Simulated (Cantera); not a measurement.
Mixture: CH4 : O2 : N2 = 1 : 1.11 : 4.89 (molar parts), equivalence ratio 1.8, at 1000000 Pa, adiabatic and at constant pressure. Ignition delay is the time to a rise of 400 K.

Computed with Cantera and GRI-Mech 3.0 (53 species, 325 reactions).

### Question
Predict: delay at 1173 K; delay at 1248 K; delay at 1323 K; delay at 1398 K; delay at 1473 K; apparent activation energy between 1323 and 1473 K.

### Answer
| Item | Value |
|---|---|
| delay at 1173 K | 10.4 ms |
| delay at 1248 K | 4.19 ms |
| delay at 1323 K | 1.79 ms |
| delay at 1398 K | 0.801 ms |
| delay at 1473 K | 0.372 ms |
| apparent activation energy between 1323 and 1473 K | 170 kJ/mol |
